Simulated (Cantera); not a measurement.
Titanium nitride, carbide and oxide coatings: Ti(NMe2)4 + NH3 + O2

Charge: 1 mol Ti(NMe2)4, 1.2 mol NH3, 0.17 mol O2, held at 1200 °C and 0.0100 bar.

Method: chemical equilibrium by Gibbs-energy minimisation in Cantera with the NASA 1993 tables (ideal gas, pure condensed phases). Candidate condensed phases: C, C6H6, C7H8, C8H18, H2O, Ti, TiC, TiN, TiO, TiO2, Ti2O3, Ti3O5, Ti4O7; 139 gas species. The feed counts by its element totals alone. TiC: taken at fixed stoichiometry. The numbers say what is thermodynamically allowed, not how fast it happens.

The x(H2) comes out as 0.824 and the x(N2) is 0.155. The x(CO) comes out as 0.0203 and the x(HCN) comes out as 0.000312. The x(H) comes out as 0.000115 and the x(CH4) is 1.99e-5. The x(C2H2 (acetylene)) is 5.37e-6 and the x(HNC) is 4.81e-6. The n(C(graphite)) is 6.65 mol. The n(TiC(s)) is 1.00 mol. The gas amount is 16.74 mol and the log10 activity of Ti(β) (absent) comes out as -5.90. The log10 activity of Ti2O3(s) (absent) is -8.85. The log10 activity of Ti3O5(s) (absent) is -14.68.
